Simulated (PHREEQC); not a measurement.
Solution (94 °C): 0.0073 mol HF, 0.0079 mol KF and 5.7e-05 mol HCl per kg of water. Closed to the air; pH follows from the charge balance.

Computed with PHREEQC (ion-association model, wateq4f.dat).

| quantity | before | after |
|---|---|---|
| pH | 3.78 | 3.08 |
| ionic strength (mol/kgw) | 0.00808 | 0.00882 |
| F- (mol/kgw) | 0.00781 | 0.00769 |
| H2F2 (mol/kgw) | 7.86e-6 | 0.000191 |

**Question.** Name the change that produced these shifts.
A) HF left out
B) HF from 0.0073 to 0.0365 mol/kgw
C) KF from 0.0079 to 0.0158 mol/kgw
D) temperature from 94 to 60 °C

**Answer.** B, HF from 0.0073 to 0.0365 mol/kgw

This is a speciation only: nothing precipitates in the calculation. Constants without temperature data keep their 25 °C values here.
